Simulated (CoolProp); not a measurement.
Values from CoolProp's reference Helmholtz-energy equation of state, Penoncello 2003.

Question: Give the vapour pressure (kPa), liquid density (kg/m³), enthalpy of vaporisation (kJ/kg), liquid cp (kJ/(kg K)) of saturated CHF3 (R23) at -21.65 °C.

Answer: 
```csv
T (°C),p (kPa),liquid density (kg/m³),enthalpy of vaporisation (kJ/kg),liquid cp (kJ/(kg K))
-21.65,1320,1180,175,1.50
```
